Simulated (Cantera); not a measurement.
Mixture: 3.28 % CH4, 16.4 % O2, 61.6 % N2, 18.7 % CO2, at 38000 Pa, adiabatic and at constant volume. Ignition delay is the time to a rise of 400 K.

Detailed kinetics in Cantera: GRI-Mech 3.0 (53 species, 325 reactions).

Problem. Predict: delay at 1073 K; delay at 1173 K; delay at 1273 K; delay at 1373 K; delay at 1473 K; delay at 1573 K; apparent activation energy between 1373 and 1573 K.

Solution. 
```json
{
  "delay at 1073 K": "0.634 s",
  "delay at 1173 K": "0.124 s",
  "delay at 1273 K": "29.5 ms",
  "delay at 1373 K": "8.64 ms",
  "delay at 1473 K": "3.15 ms",
  "delay at 1573 K": "1.41 ms",
  "apparent activation energy between 1373 and 1573 K": "160 kJ/mol"
}
```
